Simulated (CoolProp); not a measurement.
C2F6 (R116) at several states: Z from the reference equation and from simpler models built on Tc = 293.0 K, pc = 3048 kPa, ω = 0.257; each cubic takes its own stable root.

Model: reference Helmholtz-energy equation of state, Lemmon 2006, in CoolProp. It is a short technical equation, of lower accuracy than the large ones.

| T (K) | p (kPa) | phase | reference |
|---|---|---|---|
| 391 | 1390 | gas | 0.9466 |
| 297.7 | 14.2 | gas | 0.9985 |
| 416.1 | 23.7 | gas | 0.9993 |
| 245.8 | 10.1 | gas | 0.9980 |
| 360.5 | 10600 | supercritical | 0.6349 |

Task: How far does each simpler model (van der Waals, Redlich-Kwong, Soave-Redlich-Kwong, Peng-Robinson) lie from the reference over these 5 states: mean and median of the absolute difference, and the worst?

Result: 
- van der Waals: mean 1.4 %, median 0.1 %, worst +5.5 % at 360.5 K and 10600 kPa
- Redlich-Kwong: mean 0.5 %, median 0.0 %, worst -1.4 % at 360.5 K and 10600 kPa
- Soave-Redlich-Kwong: mean 1.8 %, median 0.0 %, worst +8.7 % at 360.5 K and 10600 kPa
- Peng-Robinson: mean 0.4 %, median 0.0 %, worst +1.1 % at 360.5 K and 10600 kPa
